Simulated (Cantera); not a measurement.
A closed system holds: 1 mol c-C4F8, 0.29 mol Si, held at 700 °C and 0.133 bar.

Equilibrium computed with Cantera from the NASA thermochemical tables; the gas is ideal and each condensed phase is pure. Candidate condensed phases: C, Si, SiC; 23 gas species. The feed counts by its element totals alone. Gases not in the tables: C2F6 and larger saturated fluorocarbons. Kinetics and transport are ignored.

Question: What is the equilibrium state?

Answer: 
* **x(CF4)**: 0.855
* **x(SiF4)**: 0.145
* **n(C(graphite))**: 2.29 mol
* **gas amount**: 2.000 mol
* **log10 activity of Si(s) (absent)**: -37.81
